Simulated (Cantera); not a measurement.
**Moist CO burnout**

A perfectly stirred reactor is fed with CO : O2 : H2O : N2 = 0.011 : 0.0061 : 0.05 : 0.24 (molar parts), equivalence ratio 0.90, at 1.01 bar; it is held at 1025 K, and followed from long to short residence time.

Model: GRI-Mech 3.0 (53 species, 325 reactions), integrated in Cantera. The temperature is held fixed by assumption; the heat of reaction is taken as removed at once.

```csv
τ (s),x CO,x O2,x H2O,x HO2,x H2,x H2O2
0.45,0.0168,0.0107,0.164,1.04e-5,0.000603,4.59e-6
0.27,0.0209,0.0127,0.163,1.19e-5,0.000603,5.95e-6
0.16,0.0249,0.0147,0.163,1.33e-5,0.000568,7.25e-6
0.093,0.0285,0.0165,0.163,1.42e-5,0.000494,8.23e-6
0.055,0.0312,0.0177,0.163,1.47e-5,0.000393,8.66e-6
0.032,0.0331,0.0186,0.163,1.48e-5,0.000279,8.53e-6
0.019,0.0343,0.0192,0.163,1.45e-5,0.000181,7.90e-6
0.011,0.0350,0.0195,0.163,1.38e-5,0.000103,6.69e-6
0.0067,0.0354,0.0197,0.163,1.26e-5,5.50e-5,5.13e-6
0.0039,0.0356,0.0198,0.163,1.05e-5,2.30e-5,3.03e-6
0.0023,0.0358,0.0198,0.163,6.92e-6,6.86e-6,1.06e-6
```
x: mole fraction; the columns are a selection and need not sum to one.
